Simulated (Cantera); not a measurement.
A closed system holds: 1 mol Al₂O₃, 1500 mol H₂, 0.16 mol H₂O, held at 1300 K and 140 Pa.

These are equilibrium values from Cantera (NASA tables, ideal gas, pure condensed phases), not measurements of a reactor. Candidate condensed phases: Al, Al₂O₃, H₂O; 19 gas species. Kinetics and transport are ignored.

Base state: H₂ 1.000, H₂O 0.000107, H 2.96e-5 (mole fractions); condensed: Al₂O₃(s).

Question: What changes in the equilibrium state with this change: temperature from 1300 K to 1850 K?

Answer: 
| species | before | after |
|---|---|---|
| H₂ | 1.000 | 0.985 |
| H | 2.96e-5 | 0.0143 |
| H₂O | 0.000107 | 0.000312 |
| Al | <1e-9 | 0.000118 |
| Al₂O | <1e-9 | 1.10e-5 |
| Al₂O₃(s), mol | 1.00 | 0.887 |
